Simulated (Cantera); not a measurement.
Feed: 1 mol V2O3, 890 mol H2, 41 mol N2, held at 1675 °C and 1 atm.

Equilibrium computed with Cantera from the NASA thermochemical tables; the gas is ideal and each condensed phase is pure. Candidate condensed phases: H2O, V, VN, VO, V2O3, V2O4, V2O5; 28 gas species. Mutual solubility and eutectic melting of coexisting phases are not modelled. VN, VO: taken at fixed stoichiometry. Condensed phases not in the tables: solid solutions among these carbides, nitrides and lower oxides, V2N. Equilibrium is a limit: real reactors are often held back by kinetics, nucleation or transport.

Base state: H2 0.954, N2 0.0437, H2O 0.00165, H 0.00110 (mole fractions); condensed: VN(s) + VO(s).

What changes in the equilibrium state with this change: pressure from 1 atm to 0.133 bar?


```json
[
 {"species": "H2", "before": "0.954", "after": "0.952"},
 {"species": "N2", "before": "0.0437", "after": "0.0440"},
 {"species": "H", "before": "0.00110", "after": "0.00302"},
 {"species": "H2O", "before": "0.00165", "after": "0.00107"},
 {"species": "VN(s), mol", "before": "0.536", "after": "0"},
 {"species": "VO(s), mol", "before": "1.46", "after": "1.99"}
]
```
VO: taken at fixed stoichiometry.
